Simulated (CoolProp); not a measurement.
A closed Brayton cycle with nitrogen: compressor inlet 314.15 K and 1.4 MPa, high pressure 2.73 MPa, turbine inlet 655 K, compressor efficiency 0.8, turbine efficiency 0.93, recuperator effectiveness 0.8 (on enthalpy, no pinch check). Each further row changes one setting.

Computed with CoolProp (reference Helmholtz-energy equation of state, Span 2000).

```json
[
 {"case": "as stated", "thermal efficiency (%)": "17.3", "net work (kJ/kg)": "25.2", "compressor to turbine work": "0.77", "compressor exit (K)": "396.9", "turbine exit (K)": "552.2"},
 {"case": "turbine inlet 605 K", "thermal efficiency (%)": "[?]", "net work (kJ/kg)": "[?]", "compressor to turbine work": "0.84", "compressor exit (K)": "396.9", "turbine exit (K)": "[?]"},
 {"case": "compressor inlet 324.15 K", "thermal efficiency (%)": "15.7", "net work (kJ/kg)": "[?]", "compressor to turbine work": "[?]", "compressor exit (K)": "[?]", "turbine exit (K)": "552.2"},
 {"case": "high pressure 2.32 MPa", "thermal efficiency (%)": "17.3", "net work (kJ/kg)": "22.4", "compressor to turbine work": "[?]", "compressor exit (K)": "[?]", "turbine exit (K)": "575.8"},
 {"case": "recuperator effectiveness 0.5", "thermal efficiency (%)": "12.9", "net work (kJ/kg)": "25.2", "compressor to turbine work": "0.77", "compressor exit (K)": "396.9", "turbine exit (K)": "552.2"}
]
```

Problem. Complete the blanks.

Solution. 
- turbine inlet 605 K, thermal efficiency (%): 13.0
- turbine inlet 605 K, net work (kJ/kg): 16.6
- turbine inlet 605 K, turbine exit (K): 509.3
- compressor inlet 324.15 K, net work (kJ/kg): 22.3
- compressor inlet 324.15 K, compressor to turbine work: 0.80
- compressor inlet 324.15 K, compressor exit (K): 409.4
- high pressure 2.32 MPa, compressor to turbine work: 0.74
- high pressure 2.32 MPa, compressor exit (K): 375.2
